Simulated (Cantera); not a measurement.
Feed: 1 mol N2O, 0.89 mol H2O, 0.78 mol N2, at 17.0 Pa.

Equilibrium computed with Cantera from the NASA thermochemical tables; the gas is ideal and each condensed phase is pure. Candidate condensed phases: H2O; 24 gas species. Rates play no part.

**Question.** At 1100 K, list the 4 most abundant gas species with their mole fractions, and the condensed phases.

**Answer.** N2 0.561, H2O 0.281, O2 0.158, NO 6.22e-5. Condensed: gas only.
